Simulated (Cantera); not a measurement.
CH3Cl + Si (fluorocarbon and chlorocarbon gases)

Feed: 1 mol CH3Cl, 0.12 mol Si, equilibrated at 2.00 Pa.

These are equilibrium values from Cantera (NASA tables, ideal gas, pure condensed phases), not measurements of a reactor. Candidate condensed phases: C, C6H6, C7H8, C8H18, Si, SiC; 123 gas species. Ions and electrons are included (thermal ionisation). The tables' values for SiCl are old estimates; treat these amounts as uncertain. The numbers say what is thermodynamically allowed, not how fast it happens.

From 1727 °C to 2227 °C the condensed part is C(graphite). From 2727 °C to 4727 °C nothing is condensed. The main Si-bearing gas is Si at 1727 °C and Si+ at 4727 °C.

| T (°C) | x H | x H2 | x HCl | x Cl | x C | x Si | x C3 | x e- | x Si+ | n C(graphite) |
|---|---|---|---|---|---|---|---|---|---|---|
| 1727 | 0.217 | 0.356 | 0.261 | 0.119 | 1.52e-6 | 0.0358 | 1.39e-6 | 8.03e-9 | 4.91e-8 | 0.990 |
| 2227 | 0.681 | 0.0147 | 0.00708 | 0.232 | 0.00832 | 0.0228 | 0.0249 | 2.27e-6 | 2.46e-6 | 0.578 |
| 2727 | 0.595 | 0.000284 | 0.000139 | 0.199 | 0.170 | 0.0237 | 0.00471 | 7.05e-5 | 7.07e-5 | 0 |
| 3227 | 0.586 | 1.97e-5 | 9.88e-6 | 0.195 | 0.195 | 0.0226 | 3.29e-6 | 0.000791 | 0.000791 | 0 |
| 3727 | 0.583 | 2.68e-6 | 1.37e-6 | 0.194 | 0.194 | 0.0188 | 1.03e-8 | 0.00458 | 0.00457 | 0 |
| 4227 | 0.578 | 5.58e-7 | 2.89e-7 | 0.193 | 0.192 | 0.00934 | 1.12e-10 | 0.0139 | 0.0138 | 0 |
| 4727 | 0.573 | 1.59e-7 | 8.28e-8 | 0.191 | 0.190 | 0.00216 | 2.95e-12 | 0.0223 | 0.0208 | 0 |
x: gas mole fraction; n: condensed amount in mol.
